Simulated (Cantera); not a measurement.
borazine + H2O + N2 (boron, boron nitride and boron oxide)

Charge: 1 mol borazine, 6.4 mol H2O, 1.1 mol N2, at 13.3 mbar.

These are equilibrium values from Cantera (NASA tables, ideal gas, pure condensed phases), not measurements of a reactor. Candidate condensed phases: B, BN, B2O3, B3O3H3, H2O; 39 gas species. The feed counts by its element totals alone. Equilibrium is a limit: real reactors are often held back by kinetics, nucleation or transport.

From 1750 K to 2000 K nothing is condensed. The main B-bearing gas is HBO2 throughout.

```json
[
 {"T (K)": "1750", "x H2": "0.551", "x N2": "0.192", "x HBO2": "0.162", "x H2O": "0.0613", "x B2O3": "0.0285", "x H": "0.00150", "x HBO": "0.00299"},
 {"T (K)": "1775", "x H2": "0.551", "x N2": "0.192", "x HBO2": "0.160", "x H2O": "0.0622", "x B2O3": "0.0290", "x H": "0.00186", "x HBO": "0.00327"},
 {"T (K)": "1800", "x H2": "0.550", "x N2": "0.192", "x HBO2": "0.159", "x H2O": "0.0631", "x B2O3": "0.0295", "x H": "0.00230", "x HBO": "0.00356"},
 {"T (K)": "1825", "x H2": "0.549", "x N2": "0.192", "x HBO2": "0.157", "x H2O": "0.0639", "x B2O3": "0.0300", "x H": "0.00283", "x HBO": "0.00386"},
 {"T (K)": "1850", "x H2": "0.548", "x N2": "0.192", "x HBO2": "0.156", "x H2O": "0.0648", "x B2O3": "0.0304", "x H": "0.00345", "x HBO": "0.00418"},
 {"T (K)": "1875", "x H2": "0.547", "x N2": "0.192", "x HBO2": "0.155", "x H2O": "0.0657", "x B2O3": "0.0308", "x H": "0.00420", "x HBO": "0.00451"},
 {"T (K)": "1900", "x H2": "0.546", "x N2": "0.192", "x HBO2": "0.153", "x H2O": "0.0665", "x B2O3": "0.0312", "x H": "0.00508", "x HBO": "0.00485"},
 {"T (K)": "1925", "x H2": "0.545", "x N2": "0.192", "x HBO2": "0.152", "x H2O": "0.0674", "x B2O3": "0.0315", "x H": "0.00611", "x HBO": "0.00520"},
 {"T (K)": "1950", "x H2": "0.543", "x N2": "0.192", "x HBO2": "0.150", "x H2O": "0.0683", "x B2O3": "0.0319", "x H": "0.00732", "x HBO": "0.00556"},
 {"T (K)": "1975", "x H2": "0.542", "x N2": "0.192", "x HBO2": "0.149", "x H2O": "0.0692", "x B2O3": "0.0321", "x H": "0.00872", "x HBO": "0.00593"},
 {"T (K)": "2000", "x H2": "0.540", "x N2": "0.191", "x HBO2": "0.147", "x H2O": "0.0701", "x B2O3": "0.0323", "x H": "0.0103", "x HBO": "0.00630"}
]
```
x: gas mole fraction; nothing condenses.
